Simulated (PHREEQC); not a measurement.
Solution A (0.0013 mol Rb2SO4 per kg of water) is mixed with solution B (3.1 mmol/kgw H3PO4 and 43 mmol/kgw Na2SO4) at 80 °C; shares are by mass of water, 1 kg in all. Oxygen is held at 0.21 atm. CO2 from the air is kept out. Solids allowed: Mirabilite. Others were left out.

Equilibrium calculation in PHREEQC: ion-association model, wateq4f.dat.

| share of solution B | pH | SO4-2 (mol/kgw) | NaSO4- (mol/kgw) | H3PO4 (mol/kgw) |
|---|---|---|---|---|
| 0 | 6.38 | 0.00130 | 0 | 0 |
| 0.1 | 3.92 | 0.00514 | 0.000167 | 8.17e-6 |
| 0.2 | 3.74 | 0.00876 | 0.000493 | 2.35e-5 |
| 0.3 | 3.64 | 0.0123 | 0.000930 | 4.23e-5 |
| 0.4 | 3.58 | 0.0157 | 0.00145 | 6.35e-5 |
| 0.5 | 3.53 | 0.0190 | 0.00205 | 8.64e-5 |
| 0.6 | 3.50 | 0.0222 | 0.00272 | 0.000111 |
| 0.7 | 3.47 | 0.0254 | 0.00344 | 0.000136 |
| 0.8 | 3.44 | 0.0286 | 0.00421 | 0.000163 |
| 0.9 | 3.42 | 0.0317 | 0.00503 | 0.000191 |
| 1 | 3.39 | 0.0347 | 0.00589 | 0.000220 |

Complexes and solids missing from the database can't appear. H3PO4, which wateq4f.dat lacks, is added to it with the constant of phreeqc.dat. At this temperature some constants are extrapolated from 25 °C, and those without enthalpy data are left unchanged.
